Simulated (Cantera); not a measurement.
Stirred combustor or abatement burner

A perfectly stirred reactor is fed with CO : H2 : O2 : N2 = 1 : 0.26 : 0.371 : 1.39 (molar parts), equivalence ratio 1.7, at 5.00 bar; it is adiabatic with a 750 K inlet, and is followed from long to short residence time, starting on the burning branch (τ in s: 0.2, 0.087, 0.037, 0.016, 0.007, 0.003, 0.0013, 0.00056, 0.00024, 0.0001, 4.5e-05, 2e-05, 8.4e-06).

Detailed kinetics in Cantera: GRI-Mech 3.0 (53 species, 325 reactions). The hydrogen kinetics of GRI-Mech 3.0 are dated; newer H2 mechanisms differ, most at raised pressure.

| τ (s) | T (K) | x CO | x H2 | x O2 | x NO | x H2O2 |
|---|---|---|---|---|---|---|
| 0.20 | 2576 | 0.185 | 0.0126 | 0.000656 | 0.00118 | 3.94e-8 |
| 0.087 | 2575 | 0.185 | 0.0126 | 0.000678 | 0.00117 | 4.03e-8 |
| 0.037 | 2573 | 0.185 | 0.0126 | 0.000731 | 0.00117 | 4.23e-8 |
| 0.016 | 2570 | 0.186 | 0.0126 | 0.000847 | 0.00115 | 4.65e-8 |
| 0.0070 | 2562 | 0.186 | 0.0127 | 0.00109 | 0.00111 | 5.51e-8 |
| 0.0030 | 2547 | 0.187 | 0.0128 | 0.00161 | 0.00103 | 7.11e-8 |
| 0.0013 | 2520 | 0.188 | 0.0129 | 0.00258 | 0.000875 | 9.69e-8 |
| 0.00056 | 2475 | 0.191 | 0.0133 | 0.00429 | 0.000650 | 1.36e-7 |
| 0.00024 | 2404 | 0.195 | 0.0138 | 0.00697 | 0.000418 | 1.93e-7 |
| 0.00010 | 2301 | 0.201 | 0.0147 | 0.0108 | 0.000248 | 2.84e-7 |
| 4.5e-5 | 2179 | 0.207 | 0.0155 | 0.0151 | 0.000164 | 4.25e-7 |
| 2.0e-5 | 2030 | 0.215 | 0.0162 | 0.0205 | 0.000114 | 7.01e-7 |
| 8.4e-6 | 1834 | 0.231 | 0.0165 | 0.0300 | 6.41e-5 | 1.44e-6 |
x: mole fraction; the columns are a selection and need not sum to one.
